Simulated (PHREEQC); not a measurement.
Make-up at 25 °C: 3.7 mol/kgw NaBr and 0.42 mol/kgw MgSO4. Closed to the air; pH follows from the charge balance.

Equilibrium calculation in PHREEQC: Pitzer model, pitzer.dat.

Task: The ionic strength comes out as 5.38 mol/kgw. What activity coefficients do HSO4-, Mg+2, SO4-2, MgOH+, Na+ get?

Result: HSO4- 0.55, Mg+2 2.8, SO4-2 0.0084, MgOH+ 0.44, Na+ 1.3. Single-ion values are on the MacInnes scale.

Precipitation was switched off in this run. Species that the database lacks are ignored.
